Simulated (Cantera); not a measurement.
Thermodynamics of boron, boron nitride and boron oxide, feed B + NH3 + N2

Input: 1 mol B, 6.9 mol NH3, 7.7 mol N2, held at 1752 °C.

Method: chemical equilibrium by Gibbs-energy minimisation in Cantera with the NASA 1993 tables (ideal gas, pure condensed phases). Candidate condensed phases: B, BN; 15 gas species. The tables' values for BH2 are old estimates; treat these amounts as uncertain. Equilibrium is a limit: real reactors are often held back by kinetics, nucleation or transport.

At 0.000100 bar the condensed part is B(s). From 0.000630 bar to 1.00 bar the condensed part is BN(s).

| P (Pa) | log p N2 | log p H2 | log p H | log p B | log p BH2 | log p BH | log p BN | log p NH3 | n B(s) | n BN(s) |
|---|---|---|---|---|---|---|---|---|---|---|
| 10 | -4.31 | -4.41 | -4.92 | -6.70 | -7.68 | -8.58 | -8.84 | -13.48 | 0.948 | 0 |
| 63 | -3.51 | -3.54 | -4.49 | -6.83 | -6.94 | -8.28 | -8.57 | -11.78 | 0 | 0.991 |
| 400 | -2.70 | -2.72 | -4.08 | -7.23 | -6.52 | -8.27 | -8.57 | -10.14 | 0 | 0.998 |
| 2500 | -1.90 | -1.91 | -3.67 | -7.63 | -6.12 | -8.27 | -8.57 | -8.54 | 0 | 0.999 |
| 16000 | -1.09 | -1.11 | -3.27 | -8.04 | -5.71 | -8.27 | -8.57 | -6.92 | 0 | 1.000 |
| 100000 | -0.30 | -0.31 | -2.87 | -8.43 | -5.31 | -8.27 | -8.57 | -5.32 | 0 | 1.000 |
log p: log10 of the partial pressure in bar; n: condensed amount in mol.
